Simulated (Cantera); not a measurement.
Cantera with NASA thermochemical tables; ideal gases at 1 bar, condensed phases pure. Values are per mole of reaction as written; species without (g) are pure solids or liquids, kept so even where they would boil at 1 bar.

N2O(g) + 2 Cu = 2 N(g) + Cu2O

```json
[
 {"T (K)": "300", "ΔH° (kJ)": "(withheld)", "ΔS° (J/K)": "(withheld)", "ΔG° (kJ)": "(withheld)", "log10 K": "(withheld)", "condensed phases": "Cu(s), Cu2O(s)"},
 {"T (K)": "2100", "ΔH° (kJ)": "755.1", "ΔS° (J/K)": "162.1", "ΔG° (kJ)": "414.6", "log10 K": "-10.31", "condensed phases": "Cu(l), Cu2O(l)"},
 {"T (K)": "2300", "ΔH° (kJ)": "757.9", "ΔS° (J/K)": "163.4", "ΔG° (kJ)": "382.1", "log10 K": "-8.68", "condensed phases": "Cu(l), Cu2O(l)"},
 {"T (K)": "2500", "ΔH° (kJ)": "760.6", "ΔS° (J/K)": "164.5", "ΔG° (kJ)": "349.3", "log10 K": "-7.30", "condensed phases": "Cu(l), Cu2O(l)"},
 {"T (K)": "2700", "ΔH° (kJ)": "763.2", "ΔS° (J/K)": "165.5", "ΔG° (kJ)": "316.3", "log10 K": "-6.12", "condensed phases": "Cu(l), Cu2O(l)"},
 {"T (K)": "2900", "ΔH° (kJ)": "(withheld)", "ΔS° (J/K)": "(withheld)", "ΔG° (kJ)": "(withheld)", "log10 K": "(withheld)", "condensed phases": "Cu(l), Cu2O(l)"}
]
```

### Question
Fill in the missing entries.

### Answer

- 300, ΔH° (kJ): 693.1
- 300, ΔS° (J/K): 112.8
- 300, ΔG° (kJ): 659.2
- 300, log10 K: -114.78
- 2900, ΔH° (kJ): 765.9
- 2900, ΔS° (J/K): 166.5
- 2900, ΔG° (kJ): 283.1
- 2900, log10 K: -5.10
